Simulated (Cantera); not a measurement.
Input: 1 mol CH4, a varied amount of H2O, held at 775 °C and 13300 Pa.

These are equilibrium values from Cantera (NASA tables, ideal gas, pure condensed phases), not measurements of a reactor. Candidate condensed phases: C, C6H6, C7H8, C8H18, H2O; 110 gas species. The numbers say what is thermodynamically allowed, not how fast it happens.

log p: log10 of the partial pressure in bar; n: condensed amount in mol.

```csv
n(H2O) (mol),log p H2,log p H2O,log p CO,log p CO2,log p CH4,log p C2H4,log p H,n C(graphite)
0.55,-0.96,-3.33,-1.64,-3.92,-3.16,-8.06,-8.59,0.448
0.7,-0.98,-3.28,-1.57,-3.80,-3.19,-8.09,-8.60,0.301
0.9,-1.00,-3.23,-1.51,…,-3.22,-8.13,-8.61,…
1.2,-1.01,-2.33,-1.52,-2.76,-4.20,-10.04,-8.62,0
1.5,-1.03,-1.95,-1.59,-2.43,-4.70,-10.99,-8.63,0
1.9,-1.06,…,…,…,…,…,-8.64,0
2.4,-1.09,-1.56,-1.75,-2.15,-5.43,-12.34,-8.66,0
3.1,-1.13,-1.42,-1.87,-2.08,-5.80,<-12,-8.68,0
3.9,-1.18,-1.33,-1.98,-2.05,-6.14,<-12,-8.70,0
```

Question: Complete the blanks.

Answer: 
- 0.9, log p CO2: -3.67
- 0.9, n C(graphite): 0.106
- 1.9, log p H2O: -1.72
- 1.9, log p CO: -1.66
- 1.9, log p CO2: -2.25
- 1.9, log p CH4: -5.08
- 1.9, log p C2H4: -11.72
